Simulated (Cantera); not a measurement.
**Thermodynamics of abatement and gas-phase synthesis, feed HCl + H2O**

Charge: 1 mol HCl, 0.046 mol H2O, at 13.0 bar.

Cantera equilibrium calculation (NASA polynomials, part measured and part estimated; ideal gas, pure solids and liquids). Candidate condensed phases: H2O; 14 gas species. Rates play no part.

```csv
T (°C),log p HCl,log p Cl,log p H2O,log p H2,log p H,log p Cl2,log p OH,log p O
1925,1.09,-0.79,-0.25,-1.03,-2.77,-1.92,-2.84,-4.74
2025,1.08,-0.64,-0.25,-0.89,-2.46,-1.87,-2.62,-4.36
2125,1.08,-0.49,-0.25,-0.76,-2.18,-1.83,-2.41,-4.01
2225,1.07,-0.36,-0.26,-0.64,-1.92,-1.79,-2.22,-3.69
2325,1.06,-0.25,-0.26,-0.53,-1.68,-1.76,-2.05,-3.40
2425,1.05,-0.14,-0.27,-0.43,-1.46,-1.74,-1.89,-3.12
2525,1.04,-0.04,-0.28,-0.34,-1.26,-1.72,-1.75,-2.87
```
log p: log10 of the partial pressure in bar; nothing condenses.

From 1925 °C to 2525 °C nothing is condensed.
